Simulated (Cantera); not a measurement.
## Thermodynamics of aluminium nitride and oxide growth, feed AlCl3 + N2O + N2

Input: 1 mol AlCl3, 1.6 mol N2O, 1.3 mol N2, equilibrated at 770 Pa.

Method: chemical equilibrium by Gibbs-energy minimisation in Cantera with the NASA 1993 tables (ideal gas, pure condensed phases). Candidate condensed phases: Al, AlCl3, AlN, Al2O3; 24 gas species. The tables' values for AlCl2 are old estimates; treat these amounts as uncertain. Condensed phases not in the tables: AlOCl. The numbers say what is thermodynamically allowed, not how fast it happens.

From 552 °C to 1752 °C the condensed part is Al2O3(s).

| T (°C) | log p N2 | log p Cl | log p Cl2 | log p O2 | log p AlCl3 | log p NO | n Al2O3(s) |
|---|---|---|---|---|---|---|---|
| 552 | -2.30 | -6.08 | -2.59 | -4.06 | -11.27 | -8.31 | 0.500 |
| 702 | -2.30 | -4.87 | -2.59 | -4.06 | -8.84 | -7.42 | 0.500 |
| 852 | -2.30 | -3.99 | -2.60 | -4.07 | -7.08 | -6.77 | 0.500 |
| 1002 | -2.31 | -3.33 | -2.64 | -4.07 | -5.80 | -6.28 | 0.500 |
| 1152 | -2.34 | -2.86 | -2.78 | -4.07 | -4.96 | -5.89 | 0.497 |
| 1302 | -2.38 | -2.58 | -3.11 | -4.05 | -4.60 | -5.59 | 0.491 |
| 1452 | -2.41 | -2.46 | -3.60 | -4.09 | -4.63 | -5.35 | 0.491 |
| 1602 | -2.42 | -2.43 | -4.15 | -4.14 | -4.83 | -5.17 | 0.494 |
| 1752 | -2.42 | -2.42 | -4.65 | -4.19 | -5.06 | -5.01 | 0.496 |
log p: log10 of the partial pressure in bar; n: condensed amount in mol.
